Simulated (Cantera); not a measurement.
A diamond (100) surface in a fixed gas of H2 with x(CH4) = 0.012, x(CH3) = 0.0018, at 1373 K, 0.0960 bar; coverages are run to steady state.

Model: the Harris–Goodwin 1993 mechanism for the reconstructed diamond (100) surface, integrated in Cantera.

θ: site fractions in the mechanism's names (c6HH fully hydrogenated, c6H* and c6*H radical sites, c6** diradical, c6HM methylated).

```json
[
 {"x(H)": "0.0001", "growth (µm/h)": "0.407", "θ c6HH": "0.695", "θ c6H*": "0.0282", "θ c6*H": "0.269", "θ c6**": "0.00311", "θ c6HM": "[?]"},
 {"x(H)": "0.00025", "growth (µm/h)": "2.34", "θ c6HH": "0.550", "θ c6H*": "0.0409", "θ c6*H": "0.390", "θ c6**": "0.00916", "θ c6HM": "[?]"},
 {"x(H)": "0.00062", "growth (µm/h)": "8.24", "θ c6HH": "0.444", "θ c6H*": "0.0496", "θ c6*H": "0.472", "θ c6**": "0.0199", "θ c6HM": "[?]"},
 {"x(H)": "0.0015", "growth (µm/h)": "18.8", "θ c6HH": "0.386", "θ c6H*": "0.0539", "θ c6*H": "0.513", "θ c6**": "0.0333", "θ c6HM": "[?]"},
 {"x(H)": "0.0038", "growth (µm/h)": "33.2", "θ c6HH": "0.357", "θ c6H*": "0.0558", "θ c6*H": "0.531", "θ c6**": "0.0463", "θ c6HM": "0.00192"},
 {"x(H)": "0.0095", "growth (µm/h)": "50.6", "θ c6HH": "0.344", "θ c6H*": "0.0566", "θ c6*H": "0.537", "θ c6**": "0.0548", "θ c6HM": "0.00202"},
 {"x(H)": "0.024", "growth (µm/h)": "77.7", "θ c6HH": "0.338", "θ c6H*": "0.0572", "θ c6*H": "0.540", "θ c6**": "0.0592", "θ c6HM": "0.00190"},
 {"x(H)": "0.059", "growth (µm/h)": "121", "θ c6HH": "0.336", "θ c6H*": "0.0580", "θ c6*H": "0.541", "θ c6**": "0.0614", "θ c6HM": "[?]"},
 {"x(H)": "0.15", "growth (µm/h)": "180", "θ c6HH": "0.336", "θ c6H*": "0.0598", "θ c6*H": "0.540", "θ c6**": "0.0629", "θ c6HM": "[?]"}
]
```

### Question
Some entries are withheld; supply them.

### Answer

- 0.0001, θ c6HM: 0.000665
- 0.00025, θ c6HM: 0.00101
- 0.00062, θ c6HM: 0.00134
- 0.0015, θ c6HM: 0.00166
- 0.059, θ c6HM: 0.00156
- 0.15, θ c6HM: 0.00105
